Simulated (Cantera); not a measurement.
**Low-pressure radical oxidation in H2/O2**

An isothermal, constant-pressure homogeneous reactor starts with 1.48 % H2, 98.5 % O2, at 1200 K and 0.0267 bar.

Computed with Cantera and the H2/O2 subset of GRI-Mech 3.0, which has no nitrogen chemistry. Radical loss at walls, strong at low pressure, is not modelled.

```json
[
 {"t (s)": "9.00e-6", "x H2": "0.0148", "x O2": "0.985", "x OH": "4.39e-11", "x H2O2": "<1e-12", "x H": "1.97e-10", "x O": "4.45e-11", "x HO2": "2.41e-10"},
 {"t (s)": "5.46e-5", "x H2": "0.0148", "x O2": "0.985", "x OH": "9.06e-10", "x H2O2": "<1e-12", "x H": "6.43e-10", "x O": "9.86e-10", "x HO2": "1.46e-9"},
 {"t (s)": "0.000331", "x H2": "0.0148", "x O2": "0.985", "x OH": "1.56e-8", "x H2O2": "3.49e-12", "x H": "4.06e-9", "x O": "2.13e-8", "x HO2": "8.98e-9"},
 {"t (s)": "0.00201", "x H2": "0.0145", "x O2": "0.985", "x OH": "0.000135", "x H2O2": "1.52e-9", "x H": "3.25e-5", "x O": "0.000199", "x HO2": "1.12e-6"},
 {"t (s)": "0.0122", "x H2": "7.19e-5", "x O2": "0.975", "x OH": "0.000997", "x H2O2": "5.26e-8", "x H": "0.000586", "x O": "0.00908", "x HO2": "2.29e-6"},
 {"t (s)": "0.0739", "x H2": "1.93e-5", "x O2": "0.982", "x OH": "0.000519", "x H2O2": "4.31e-8", "x H": "7.96e-5", "x O": "0.00239", "x HO2": "1.22e-6"},
 {"t (s)": "0.448", "x H2": "1.23e-6", "x O2": "0.985", "x OH": "0.000133", "x H2O2": "1.52e-8", "x H": "1.31e-6", "x O": "0.000154", "x HO2": "2.26e-7"},
 {"t (s)": "2.72", "x H2": "6.24e-8", "x O2": "0.985", "x OH": "3.04e-5", "x H2O2": "1.98e-9", "x H": "1.55e-8", "x O": "7.94e-6", "x HO2": "2.10e-8"},
 {"t (s)": "16.5", "x H2": "5.39e-9", "x O2": "0.985", "x OH": "9.01e-6", "x H2O2": "2.32e-10", "x H": "4.03e-10", "x O": "6.98e-7", "x HO2": "5.05e-9"},
 {"t (s)": "100", "x H2": "1.25e-9", "x O2": "0.985", "x OH": "4.36e-6", "x H2O2": "6.11e-11", "x H": "4.58e-11", "x O": "1.63e-7", "x HO2": "6.51e-9"}
]
```
x: mole fraction; the columns are a selection and need not sum to one.

Equilibrium at this temperature and pressure: H2 1.17e-9, O2 0.985, OH 4.22e-6, H2O2 5.78e-11, H 4.17e-11, O 1.53e-7, HO2 6.66e-9 (gas phase only).
